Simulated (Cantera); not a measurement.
A Cantera script and what it prints.

```python
import numpy as np
import cantera as ct

gas_names = """
    AL ALCL ALCL2 ALCL3 ALH ALN ALO ALOCL ALOH ALO2 ALO2H AL2 AL2CL6 AL2O AL2O2 CL CLO CL2 H HALO HCL
    HNO HNO2 HNO3 HOCL HO2 H2 H2O H2O2 N NH NH2 NH3 NH2OH NO NO2 NO3 N2 N2H2 N2H4 N2O O OH O2 O3
""".split()
cond_names = """
    AL(cr) AL(L) ALCL3(s) ALCL3(L) ALN(s) AL2O3(a) AL2O3(L) H2O(s) H2O(L) NH4CL(a) NH4CL(b)
""".split()


def load(file, names, dense=False):
    # The tables refer to 1 bar. Condensed volumes are neglected.
    table = {s.name: s for s in ct.Species.list_from_file(file)}
    out = []
    for n in names:
        d = dict(table[n].input_data)
        d["thermo"] = dict(d["thermo"], **{"reference-pressure": 1e5})
        if dense:
            d["equation-of-state"] = {"model": "constant-volume", "density": "1e6 g/cm^3"}
        out.append(ct.Species.from_dict(d))
    return out


gas = ct.Solution(thermo="ideal-gas", species=load("nasa_gas.yaml", gas_names))
cond = {s.name: ct.Solution(thermo="fixed-stoichiometry", species=[s], name=s.name)
        for s in load("nasa_condensed.yaml", cond_names, dense=True)}
atoms = {
    'AlCl3': {'AL': 1, 'CL': 3},
    'O2': {'O': 2},
    'N2': {'N': 2},
    'NH3': {'N': 1, 'H': 3},
}
top_T = {'ALN(s)': 2750}  # K; cautious upper limits of use, not melting points


def equilibrate(T, P, feed):
    n = {}
    for name, mol in feed.items():
        for a, k in atoms[name].items():
            n[a] = n.get(a, 0.0) + k * mol
    gas.TPX = T, P, n
    mass = sum(n.values()) * gas.mean_molecular_weight
    gas.equilibrate("TP")
    valid = [c for c in cond.values() if c.min_temp <= T <= top_T.get(c.name, c.max_temp)]
    mix = ct.Mixture([(gas, mass / gas.mean_molecular_weight)] + [(c, 0.0) for c in valid])
    mix.T, mix.P = T, P
    mix.equilibrate("TP", solver="vcs", rtol=1e-11, max_steps=5000)
    return mix


results = []
feed = {'AlCl3': 1, 'O2': 24, 'N2': 34, 'NH3': 6.2}  # mol
P = 1000  # Pa
for T in [1648, 1698, 1748, 1798, 1848, 1898, 1948, 1998, 2048, 2098, 2148, 2198]:
    mix = equilibrate(T, P, feed)
    results.append((T, P, feed, dict(zip(mix.species_names, mix.species_moles))))
    x = sorted(zip(gas.X, gas.species_names), reverse=True)
    print(f"T = {T:g} K  P = {P:g} Pa  gas = {mix.phase_moles(0):.4g} mol")
    print("   x: " + "  ".join(f"{s} {v:.3e}" for v, s in x if v > 1e-06))
    print("   condensed (mol): " + ("  ".join(f"{mix.phase(i).name} {mix.phase_moles(i):.4g}"
          for i in range(1, mix.n_phases) if mix.phase_moles(i) > 1e-12) or "none"))
```

Result:

```
T = 1648 K  P = 1000 Pa  gas = 67.36 mol
   x: N2 5.496e-01  O2 2.845e-01  H2O 1.180e-01  HCL 3.909e-02  CL 5.416e-03  NO 2.299e-03  OH 9.368e-04  O 1.350e-04  H2 2.541e-05  CL2 1.397e-05  CLO 5.974e-06  H 4.489e-06
   condensed (mol): AL2O3(a) 0.5
T = 1698 K  P = 1000 Pa  gas = 67.39 mol
   x: N2 5.491e-01  O2 2.837e-01  H2O 1.183e-01  HCL 3.802e-02  CL 6.468e-03  NO 2.793e-03  OH 1.330e-03  O 2.331e-04  H2 4.370e-05  CL2 1.158e-05  H 9.559e-06  CLO 6.764e-06  NO2 1.026e-06
   condensed (mol): AL2O3(a) 0.5
T = 1748 K  P = 1000 Pa  gas = 67.43 mol
   x: N2 5.486e-01  O2 2.828e-01  H2O 1.185e-01  HCL 3.686e-02  CL 7.610e-03  NO 3.355e-03  OH 1.850e-03  O 3.899e-04  H2 7.289e-05  H 1.951e-05  CL2 9.599e-06  CLO 7.563e-06  NO2 1.098e-06
   condensed (mol): AL2O3(a) 0.5
T = 1798 K  P = 1000 Pa  gas = 67.47 mol
   x: N2 5.479e-01  O2 2.817e-01  H2O 1.186e-01  HCL 3.561e-02  CL 8.831e-03  NO 3.987e-03  OH 2.526e-03  O 6.337e-04  H2 1.182e-04  H 3.827e-05  CLO 8.360e-06  CL2 7.961e-06  NO2 1.169e-06
   condensed (mol): AL2O3(a) 0.5
T = 1848 K  P = 1000 Pa  gas = 67.52 mol
   x: N2 5.471e-01  O2 2.805e-01  H2O 1.187e-01  HCL 3.429e-02  CL 1.012e-02  NO 4.691e-03  OH 3.388e-03  O 1.003e-03  H2 1.866e-04  H 7.243e-05  CLO 9.140e-06  CL2 6.603e-06  NO2 1.240e-06
   condensed (mol): AL2O3(a) 0.5
T = 1898 K  P = 1000 Pa  gas = 67.59 mol
   x: N2 5.462e-01  O2 2.790e-01  H2O 1.186e-01  HCL 3.291e-02  CL 1.145e-02  NO 5.468e-03  OH 4.471e-03  O 1.549e-03  H2 2.875e-04  H 1.325e-04  CLO 9.892e-06  CL2 5.477e-06  NO2 1.309e-06
   condensed (mol): AL2O3(a) 0.5
T = 1948 K  P = 1000 Pa  gas = 67.67 mol
   x: N2 5.451e-01  O2 2.772e-01  H2O 1.182e-01  HCL 3.149e-02  CL 1.282e-02  NO 6.319e-03  OH 5.809e-03  O 2.339e-03  H2 4.328e-04  H 2.351e-04  CLO 1.061e-05  CL2 4.543e-06  NO2 1.377e-06
   condensed (mol): AL2O3(a) 0.5
T = 1998 K  P = 1000 Pa  gas = 67.78 mol
   x: N2 5.438e-01  O2 2.751e-01  H2O 1.176e-01  HCL 3.003e-02  CL 1.421e-02  OH 7.438e-03  NO 7.243e-03  O 3.456e-03  H2 6.373e-04  H 4.050e-04  CLO 1.127e-05  CL2 3.769e-06  ALOCL 1.692e-06  NO2 1.443e-06  HO2 1.185e-06
   condensed (mol): AL2O3(a) 0.4999
T = 2048 K  P = 1000 Pa  gas = 67.91 mol
   x: N2 5.422e-01  O2 2.727e-01  H2O 1.167e-01  HCL 2.854e-02  CL 1.561e-02  OH 9.389e-03  NO 8.236e-03  O 5.008e-03  H2 9.191e-04  H 6.789e-04  CLO 1.188e-05  CL2 3.127e-06  ALOCL 3.081e-06  ALO2H 1.915e-06  NO2 1.505e-06  HO2 1.428e-06
   condensed (mol): AL2O3(a) 0.4998
T = 2098 K  P = 1000 Pa  gas = 68.08 mol
   x: N2 5.403e-01  O2 2.698e-01  H2O 1.154e-01  HCL 2.704e-02  CL 1.700e-02  OH 1.169e-02  NO 9.293e-03  O 7.121e-03  H2 1.299e-03  H 1.109e-03  CLO 1.242e-05  ALOCL 5.424e-06  ALO2H 3.712e-06  CL2 2.596e-06  HO2 1.700e-06  NO2 1.562e-06
   condensed (mol): AL2O3(a) 0.4997
T = 2148 K  P = 1000 Pa  gas = 68.3 mol
   x: N2 5.380e-01  O2 2.663e-01  H2O 1.135e-01  HCL 2.553e-02  CL 1.836e-02  OH 1.436e-02  NO 1.041e-02  O 9.950e-03  H2 1.799e-03  H 1.768e-03  CLO 1.289e-05  ALOCL 9.261e-06  ALO2H 6.951e-06  CL2 2.157e-06  HO2 1.997e-06  NO2 1.615e-06
   condensed (mol): AL2O3(a) 0.4994
T = 2198 K  P = 1000 Pa  gas = 68.58 mol
   x: N2 5.352e-01  O2 2.621e-01  H2O 1.111e-01  HCL 2.402e-02  CL 1.969e-02  OH 1.741e-02  O 1.367e-02  NO 1.157e-02  H 2.753e-03  H2 2.444e-03  ALOCL 1.537e-05  CLO 1.328e-05  ALO2H 1.260e-05  HO2 2.317e-06  CL2 1.793e-06  NO2 1.660e-06
   condensed (mol): AL2O3(a) 0.499
```

These are equilibrium values from Cantera (NASA tables, ideal gas, pure condensed phases), not measurements of a reactor.
